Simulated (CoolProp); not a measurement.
Vapour-liquid equilibrium of o-xylene (1) + n-nonane (2) at 0.846 MPa; x and y are mole fractions of (1).

Values from CoolProp's multi-fluid Helmholtz-energy mixture model, Zhou 2012 and Lemmon 2006; pair parameters Bell 2016.

**Question.** Give the bubble temperature and the first vapour's composition at x = 0.05, 0.15, 0.25. Is there an azeotrope?

**Answer.** x = 0.05: 526.3 K, y = 0.057; x = 0.15: 525.0 K, y = 0.168; x = 0.25: 523.9 K, y = 0.274. y crosses x between x = 0.85 and 0.95: the model has an azeotrope there.

Pair parameters are fitted to limited data, so mixtures are less certain than the pure fluids.
